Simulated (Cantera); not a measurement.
## Ammonia decomposition in nitride growth gas

An isothermal, constant-pressure homogeneous reactor starts with NH3 : H2 = 1 : 0.085 (molar parts), at 2400 K and 10.00 Torr.

Detailed kinetics in Cantera: the gas-phase N/H chemistry of the illustrative SiF4/NH3 mechanism in the Surface Chemkin manual (1991). Walls and surfaces, which speed up NH3 decomposition in real reactors, are not modelled.

| t (s) | x NH3 | x H2 | x N | x N2H2 | x NH | x N2 |
|---|---|---|---|---|---|---|
| 2.00e-5 | 0.921 | 0.0784 | 2.09e-11 | 4.84e-9 | 4.78e-8 | 1.04e-10 |
| 0.000126 | 0.920 | 0.0789 | 2.24e-8 | 5.38e-7 | 4.18e-6 | 5.74e-7 |
| 0.000795 | 0.909 | 0.0838 | 2.80e-6 | 3.12e-5 | 0.000102 | 0.000847 |
| 0.00501 | 0.817 | 0.151 | 7.61e-6 | 4.73e-5 | 0.000167 | 0.0244 |
| 0.0316 | 0.446 | 0.427 | 1.42e-5 | 1.90e-5 | 0.000170 | 0.122 |
| 0.199 | 0.0299 | 0.734 | 1.66e-5 | 8.06e-7 | 7.29e-5 | 0.231 |
| 1.26 | 4.11e-7 | 0.693 | 1.26e-6 | <1e-12 | 3.11e-7 | 0.231 |
| 7.93 | 3.97e-8 | 0.661 | 4.58e-7 | <1e-12 | 7.28e-8 | 0.226 |
| 50.0 | 3.97e-8 | 0.661 | 4.57e-7 | <1e-12 | 7.26e-8 | 0.226 |
x: mole fraction; the columns are a selection and need not sum to one.

Equilibrium at this temperature and pressure: NH3 3.97e-8, H2 0.661, N 4.57e-7, N2H2 <1e-12, NH 7.26e-8, N2 0.226 (gas phase only).
